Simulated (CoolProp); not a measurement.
Computed with CoolProp (reference Helmholtz-energy equation of state, Wagner 2002).

Task: For water, give the phase and the conductivity (mW/(m K)), Prandtl number at 726.85 °C and 1.33 MPa.

Result: 
- 726.85 °C and 1.33 MPa: gas; conductivity 96.8, Prandtl number 0.899

Viscosity comes from a separate model (Huber 2009). Thermal conductivity comes from a separate model (Huber 2012).
